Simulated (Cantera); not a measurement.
Input (Python, Cantera):

```python
import numpy as np
import cantera as ct

gas = ct.Solution("SiF4_NH3_mec.yaml", "gas")
gas.TPX = 2350, 101325, {'NH3': 1, 'N2': 0.74}
inlet = ct.Reservoir(gas, clone=True)

reactor = ct.IdealGasConstPressureReactor(gas, energy="off", clone=False)
exhaust = ct.Reservoir(gas, clone=True)
tau = [27, 11, 4.1, 1.6, 0.62, 0.24, 0.094, 0.036, 0.014, 0.0055][0]
for a, b in ((inlet, reactor), (reactor, exhaust)):
    ct.MassFlowController(a, b, mdot=lambda t: reactor.mass / tau)
net = ct.ReactorNet([reactor])
show = ['NH3', 'H2', 'NH', 'N2', 'NH2']

rows = []
print(f"{'tau/s':>10s}{'T/K':>9s}" + "".join(f"{s:>11s}" for s in show))
for tau in [27, 11, 4.1, 1.6, 0.62, 0.24, 0.094, 0.036, 0.014, 0.0055]:
    net.initial_time = 0.0
    net.advance(30 * tau)
    before = gas.X
    net.advance(40 * tau)
    drift = np.max(np.abs(gas.X - before) / (gas.X + 1e-9))
    rows.append([gas.T, *gas[show].X, drift])
    print(f"{tau:10.3e}{gas.T:9.1f}" + "".join(f"{x:11.3e}" for x in gas[show].X))
```

It prints:

```
     tau/s      T/K        NH3         H2         NH         N2        NH2
 2.700e+01   2350.0  1.047e-04  5.403e-01  1.980e-06  4.505e-01  5.674e-06
 1.100e+01   2350.0  1.651e-04  5.402e-01  3.098e-06  4.505e-01  8.914e-06
 4.100e+00   2350.0  2.756e-04  5.402e-01  5.061e-06  4.505e-01  1.473e-05
 1.600e+00   2350.0  4.620e-04  5.402e-01  8.056e-06  4.505e-01  2.407e-05
 6.200e-01   2350.0  8.348e-04  5.402e-01  1.275e-05  4.506e-01  4.074e-05
 2.400e-01   2350.0  1.806e-03  5.403e-01  1.968e-05  4.509e-01  7.456e-05
 9.400e-02   2350.0  5.219e-03  5.385e-01  2.841e-05  4.511e-01  1.528e-04
 3.600e-02   2350.0  1.637e-02  5.291e-01  3.932e-05  4.509e-01  3.203e-04
 1.400e-02   2350.0  4.361e-02  5.037e-01  5.323e-05  4.498e-01  6.152e-04
 5.500e-03   2350.0  1.013e-01  4.490e-01  6.951e-05  4.470e-01  1.093e-03
```

Model: the gas-phase N/H chemistry of the illustrative SiF4/NH3 mechanism in the Surface Chemkin manual (1991), integrated in Cantera. Walls and surfaces, which speed up NH3 decomposition in real reactors, are not modelled.
